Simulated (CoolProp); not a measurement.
Vapour-liquid equilibrium of carbon dioxide (1) + CH2F2 (R32) (2) at -32.35 °C; x and y are mole fractions of (1).

Model: multi-fluid Helmholtz-energy mixture model, Span 1996 and Tillner-Roth 1997; pair parameters Bell 2016, in CoolProp.

Question: Give the bubble pressure and the first vapour's composition at x = 0.05, 0.575, 0.8. Is there an azeotrope?

Answer: x = 0.05: 0.3020 MPa, y = 0.208; x = 0.575: 0.8651 MPa, y = 0.854; x = 0.8: 1.100 MPa, y = 0.939. No azeotrope shows between x = 0.05 and 0.95.

Pair parameters are fitted to limited data, so mixtures are less certain than the pure fluids.
